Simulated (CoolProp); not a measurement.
Vapour-liquid equilibrium of n-octane (1) + o-xylene (2) at 442 K; x and y are mole fractions of (1).

The numbers come from the multi-fluid Helmholtz-energy mixture model, Beckmüller 2019 and Zhou 2012; pair parameters Bell 2016 in CoolProp.

Problem. Give the bubble pressure and the first vapour's composition at x = 0.05, 0.2, 0.35. Is there an azeotrope?

Solution. x = 0.05: 0.1922 MPa, y = 0.079; x = 0.2: 0.2105 MPa, y = 0.284; x = 0.35: 0.2275 MPa, y = 0.454. No azeotrope shows between x = 0.05 and 0.95.

The pair parameters rest on a limited set of measurements; away from them the model extrapolates.
